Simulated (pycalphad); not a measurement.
# Effect of Si content in Al-Si-Fe

All values are pycalphad results on the COST 507 light-alloy database (1999) (1 atm), not direct measurements. The data set is of 1999 and partly superseded. Amounts are mole fractions of atoms.

```csv
alloy,liquidus (K),first solid,solidus (K),phases at 875 K
Al-0.06046Si-6.171Fe (wt.%),1081,AL13FE4,923,"FCC_A1 0.87, AL13FE4 0.13"
Al-0.1713Si-6.171Fe (wt.%),1080,AL13FE4,917,"FCC_A1 0.87, AL13FE4 0.13"
Al-0.2317Si-6.171Fe (wt.%),1080,AL13FE4,913,"FCC_A1 0.87, AL13FE4 0.13"
Al-0.4635Si-6.17Fe (wt.%),(withheld),AL13FE4,905,(withheld)
Al-0.6951Si-6.17Fe (wt.%),1076,AL13FE4,905,"FCC_A1 0.86, AL13FE4 0.08, ALFESI_ALPHA 0.06"
Al-0.9267Si-6.169Fe (wt.%),1075,AL13FE4,905,"FCC_A1 0.85, ALFESI_ALPHA 0.09, AL13FE4 0.06"
```

Task: What belongs in the gaps?

Result: 
- Al-0.4635Si-6.17Fe (wt.%), liquidus (K): 1078
- Al-0.4635Si-6.17Fe (wt.%), phases at 875 K: FCC_A1 0.87, AL13FE4 0.11, ALFESI_ALPHA 0.03

Database names, with the compositions (at.%) that they take in these runs: AL13FE4: Al 76 Fe 24; ALFESI_ALPHA: Al 74 Fe 19 Si 7. FCC_A1 is fcc.
